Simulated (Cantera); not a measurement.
An adiabatic, constant-pressure homogeneous reactor starts with 6.28 % CH4, 19.6 % O2, 74.1 % N2, equivalence ratio 0.64, at 1750 K and 45000 Pa.

Cantera simulation using GRI-Mech 3.0 (53 species, 325 reactions); the numbers are that mechanism's predictions, not measurements.

One state of this run: T (K) = 2625; x CH4 = <1e-12; x O2 = 0.0646; x CH3 = <1e-12; x CO2 = 0.0435; x H2O2 = 1.61e-7; x HCN = 7.03e-11; x C2H2 = <1e-12. x: mole fraction; the columns are a selection and need not sum to one.

Q: Which value of t (s) does it belong to?
(A) 2.00
(B) 9.17e-6
(C) 0.000801
(D) 8.57e-5

A: A, 2.00
